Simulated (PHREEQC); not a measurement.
Spent oxide etchant

Solution (90 °C): 0.014 mol HF, 3.8e-05 mol (NH4)2SiF6, 0.0016 mol HBF4 and 0.0004 mol HCl per kg of water. Closed to the air; pH follows from the charge balance.

Computed with PHREEQC (ion-association model, phreeqc.dat).

Each row changes one thing in this solution. This is a speciation only: nothing precipitates in the calculation.

```
case                                          pH  ionic strength (mol/kgw)  HF (mol/kgw)  F- (mol/kgw)  BF4- (mol/kgw)  H3BO3 (mol/kgw)  SI of Quartz (SiO2)
------------------------------------------  ----  ------------------------  ------------  ------------  --------------  ---------------  -------------------
as made                                     2.59                   0.00283        0.0148       0.00112        0.000998         0.000417                -1.49
HCl from 0.0004 to 0.0008 mol/kgw           2.55                   0.00311        0.0150       0.00103        0.000986                ?                -1.47
(NH4)2SiF6 from 3.8e-05 to 0.00019 mol/kgw  2.60                   0.00315        0.0151       0.00118         0.00103         0.000388                -0.83
temperature from 90 to 5 °C                 2.36                   0.00480        0.0113       0.00260         0.00156          2.11e-6                    ?
0.0045 mol/kgw HBr added                    2.23                   0.00653        0.0161      0.000548        0.000875         0.000581                -1.34
diluted 10-fold with water                     ?                         ?       0.00153      0.000525         1.94e-7         0.000158                -2.23
0.0049 mol/kgw NaOH added                   3.20                   0.00568        0.0115       0.00369         0.00104         0.000278                    ?
```

What belongs in the gaps?


- HCl from 0.0004 to 0.0008 mol/kgw, H3BO3 (mol/kgw): 0.000433
- temperature from 90 to 5 °C, SI of Quartz (SiO2): -6.15
- diluted 10-fold with water, pH: 3.26
- diluted 10-fold with water, ionic strength (mol/kgw): 0.000570
- 0.0049 mol/kgw NaOH added, SI of Quartz (SiO2): -1.88

At this temperature some constants are extrapolated from 25 °C, and those without enthalpy data are left unchanged. SiF6-2 is the database's only silicon fluoride. Real BF4- forms and hydrolyses slowly; the run takes it at equilibrium.
